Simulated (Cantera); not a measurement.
A perfectly stirred reactor is fed with H2 : O2 : N2 = 1 : 0.685 : 2.58 (molar parts), equivalence ratio 0.73, at 2.10 bar; it is adiabatic with a 573 K inlet, and is followed from long to short residence time, starting on the burning branch (τ in s: 0.095, 0.043, 0.02, 0.0089, 0.004, 0.0018, 0.00083, 0.00038, 0.00017, 7.8e-05, 3.5e-05, 1.6e-05, 7.3e-06).

Cantera simulation using GRI-Mech 3.0 (53 species, 325 reactions); the numbers are that mechanism's predictions, not measurements. The hydrogen kinetics of GRI-Mech 3.0 are dated; newer H2 mechanisms differ, most at raised pressure.

### Question
Predict: blow-out, bracketed by the residence times tried; x(H2) at τ = 95.0 ms; x(O2) at τ = 95.0 ms; x(O) at τ = 95.0 ms; x(NO) at τ = 95.0 ms; x(H) at τ = 95.0 ms; x(H2) at τ = 0.830 ms; x(O2) at τ = 0.830 ms; x(O) at τ = 0.830 ms; x(NO) at τ = 0.830 ms; x(H) at τ = 0.830 ms.

### Answer
```
Item                                                                               Value
------------------------------------------------  --------------------------------------
blow-out, bracketed by the residence times tried  burning at 7.30 µs, the shortest tried
x(H2) at τ = 95.0 ms                                                             0.00148
x(O2) at τ = 95.0 ms                                                              0.0462
x(O) at τ = 95.0 ms                                                             0.000624
x(NO) at τ = 95.0 ms                                                             0.00346
x(H) at τ = 95.0 ms                                                             0.000224
x(H2) at τ = 0.830 ms                                                            0.00573
x(O2) at τ = 0.830 ms                                                             0.0481
x(O) at τ = 0.830 ms                                                             0.00235
x(NO) at τ = 0.830 ms                                                           0.000155
x(H) at τ = 0.830 ms                                                             0.00171
```
